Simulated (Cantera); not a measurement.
What does this Cantera script print?

```python
import numpy as np
import cantera as ct

gas_names = """
    F F2 H HF H2 H2F2 H3F3 H4F4 H5F5 H6F6 H7F7 Si SiF SiF2 SiF3 SiF4 SiH SiHF3 SiH2 SiH2F2 SiH3 SiH3F
    SiH4 Si2 Si3
""".split()
cond_names = """
    Si(cr) Si(L)
""".split()


# ... load() reads the species with a 1 bar reference pressure and builds the phases ...
atoms = {
    'Si': {'Si': 1},
    'F2': {'F': 2},
    'H2': {'H': 2},
}
top_T = {}  # K; cautious upper limits of use, not melting points


# ... equilibrate(T, P, feed) seeds the gas with the atoms and calls Mixture.equilibrate('TP', solver="vcs", rtol=1e-11, max_steps=5000) ...
results = []
T = 450  # K
P = 13332.2  # Pa
for m in [1.8, 5.3, 8.8, 12, 16, 19, 23, 26, 30, 33]:
    feed = {'Si': 1, 'F2': 1, 'H2': m}  # mol
    mix = equilibrate(T, P, feed)
    results.append((T, P, feed, dict(zip(mix.species_names, mix.species_moles))))

top = {s: max(r[3][s] / sum(r[3][g] for g in gas_names) for r in results) for s in gas_names}
cols = sorted((s for s in top if top[s] > 1e-06), key=lambda s: -top[s])[:6]
seen = [c for c in cond_names if any(r[3].get(c, 0) > 1e-12 for r in results)]
print("log10 of partial pressures in bar; condensed amounts in mol")
print(f"{'n(H2)':>10s}" + "".join(f"{s[:9]:>10s}" for s in cols + seen))
for T, P, feed, n in results:
    ng = sum(n[g] for g in gas_names)
    print(f"{feed['H2']:10.4g}" + "".join(f"{np.log10(max(n[s] / ng * P / 1e5, 1e-99)):10.3f}" for s in cols)
          + "".join(f"{n.get(c, 0):10.4g}" for c in seen))
```

Result:

```
log10 of partial pressures in bar; condensed amounts in mol
     n(H2)        H2      SiF4     SiHF3    SiH2F2    Si(cr)
       1.8    -0.982    -1.545    -3.149    -4.778    0.4968
       5.3    -0.915    -1.950    -3.419    -4.913    0.4956
       8.8    -0.899    -2.157    -3.567    -5.001    0.4949
        12    -0.893    -2.287    -3.661    -5.059    0.4945
        16    -0.889    -2.408    -3.750    -5.116     0.494
        19    -0.887    -2.482    -3.804    -5.150    0.4937
        23    -0.885    -2.564    -3.864    -5.189    0.4934
        26    -0.883    -2.616    -3.903    -5.215    0.4932
        30    -0.882    -2.678    -3.949    -5.244    0.4929
        33    -0.882    -2.719    -3.979    -5.264    0.4927
```

Equilibrium computed with Cantera from the NASA thermochemical tables; the gas is ideal and each condensed phase is pure.
